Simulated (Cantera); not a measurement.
A closed system holds: 1 mol B2O3, 3.4 mol F2, 6.7 mol H2, 4.5 mol HF, at 84.0 mbar.

Cantera equilibrium calculation (NASA polynomials, part measured and part estimated; ideal gas, pure solids and liquids). Candidate condensed phases: B, B2O3, B3O3H3, H2O; 43 gas species. Gases not in the tables: H3BO3. Equilibrium is a limit: real reactors are often held back by kinetics, nucleation or transport. All values below are at 1025 °C.

Base state: HF 0.420, H2 0.239, H2O 0.199, BF3 0.128, BOF 0.0102, B3O3F3 0.00182, HBO2 0.00148, BHF2 1.21e-5 (mole fractions); condensed: gas only.

Q: What changes in the equilibrium state with this change: B2O3 replaced by CaO?

A: 
| species | before | after |
|---|---|---|
| HF | 0.420 | 0.684 |
| H2 | 0.239 | 0.243 |
| H2O | 0.199 | 0.0735 |
| BF3 | 0.128 | 0 |
| BOF | 0.0102 | 0 |
| B3O3F3 | 0.00182 | 0 |
| HBO2 | 0.00148 | 0 |
| CaF2(s), mol | 0 | 1.000 |
Further candidate phases: Ca, CaF2, CaO, Ca(OH)2.
